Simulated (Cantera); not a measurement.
What does this Cantera script print?

```python
import numpy as np
import cantera as ct

gas = ct.Solution("gri30.yaml")
gas.TPX = 625, 550000, {'CH4': 1, 'O2': 2.33, 'N2': 8.74}
flame = ct.FreeFlame(gas, width=0.012)
flame.set_refine_criteria(ratio=3, slope=0.08, curve=0.16)
flame.transport_model = "unity-Lewis-number"
flame.solve(loglevel=0, auto=True)
z, T = flame.grid, flame.T
thick = (T[-1] - T[0]) / np.gradient(T, z).max()
show = ['CH4', 'O2', 'CH2O', 'H2O', 'H2', 'CO2']
print(f"laminar burning velocity  {flame.velocity[0] * 100:.3f} cm/s")
print(f"burnt temperature         {T[-1]:.1f} K")
print(f"thermal thickness         {thick * 1e3:.4f} mm")
print(f"grid points               {len(z)}")
z0 = z[flame.heat_release_rate.argmax()]
print(f"{'z/mm':>9s}{'T/K':>9s}{'u/(m/s)':>9s}" + "".join(f"{s:>11s}" for s in show))
rows = []
for k in (-3, -2, -1.5, -1, -0.5, -0.25, 0, 0.25, 0.5, 1, 2, 4, 8):
    zz = z0 + k * thick
    rows.append([k * thick, np.interp(zz, z, T), np.interp(zz, z, flame.velocity),
                 *(np.interp(zz, z, flame.X[gas.species_index(s)]) for s in show)])
    print(f"{rows[-1][0] * 1e3:9.3f}{rows[-1][1]:9.1f}{rows[-1][2]:9.3f}" + "".join(f"{x:11.3e}" for x in rows[-1][3:]))
```

Result:

```
laminar burning velocity  60.535 cm/s
burnt temperature         2312.1 K
thermal thickness         0.0970 mm
grid points               126
     z/mm      T/K  u/(m/s)        CH4         O2       CH2O        H2O         H2        CO2
   -0.291    626.2    0.607  8.278e-02  1.929e-01  2.176e-06  1.184e-04  1.116e-05  3.331e-05
   -0.194    635.6    0.616  8.223e-02  1.921e-01  1.899e-05  1.037e-03  9.783e-05  2.919e-04
   -0.146    658.1    0.638  8.092e-02  1.900e-01  5.900e-05  3.249e-03  3.064e-04  9.144e-04
   -0.097    765.7    0.743  7.453e-02  1.798e-01  2.456e-04  1.401e-02  1.323e-03  3.946e-03
   -0.049   1164.7    1.139  4.952e-02  1.398e-01  8.258e-04  5.625e-02  5.327e-03  1.590e-02
   -0.024   1535.4    1.512  2.544e-02  1.006e-01  9.739e-04  9.741e-02  9.133e-03  2.783e-02
    0.000   1915.8    1.901  3.821e-03  5.790e-02  4.275e-04  1.387e-01  1.029e-02  4.296e-02
    0.024   2070.6    2.048  9.595e-05  4.027e-02  2.615e-05  1.507e-01  6.281e-03  5.585e-02
    0.049   2138.0    2.105  1.818e-06  3.569e-02  6.408e-07  1.532e-01  4.897e-03  6.349e-02
    0.097   2210.7    2.164  2.086e-09  3.215e-02  1.035e-09  1.565e-01  3.468e-03  7.070e-02
    0.194   2269.2    2.212  2.172e-13  2.966e-02  2.705e-11  1.597e-01  2.031e-03  7.598e-02
    0.388   2301.4    2.238  9.705e-15  2.833e-02  9.368e-12  1.616e-01  1.215e-03  7.892e-02
    0.776   2311.5    2.246  5.975e-16  2.790e-02  5.756e-12  1.622e-01  9.658e-04  7.988e-02
```

Detailed kinetics in Cantera: GRI-Mech 3.0 (53 species, 325 reactions). Unity Lewis numbers drop preferential diffusion, which matters most where H2 and H carry the flame. Burning velocities carry a grid error of a few per cent, more on coarse grids.
